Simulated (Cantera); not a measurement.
Input: 1 mol Si3N4, 0.016 mol N2O, 140 mol N2, equilibrated at 1402 °C and 0.100 bar.

Equilibrium computed with Cantera from the NASA thermochemical tables; the gas is ideal and each condensed phase is pure. Candidate condensed phases: Si, SiO2, Si2N2O, Si3N4; 16 gas species. Mutual solubility and eutectic melting of coexisting phases are not modelled. The numbers say what is thermodynamically allowed, not how fast it happens.

Base state: N2 1.000, SiO 8.39e-5 (mole fractions); condensed: Si2N2O(s) + Si3N4(s).

### Question
What changes in the equilibrium state with this change: temperature from 1402 °C to 977 °C?

### Answer
| species | before | after |
|---|---|---|
| N2 | 1.000 | 1.00 |
| SiO | 8.39e-5 | <1e-9 |
| Si2N2O(s), mol | 0.00425 | 0.0160 |
| Si3N4(s), mol | 0.993 | 0.989 |
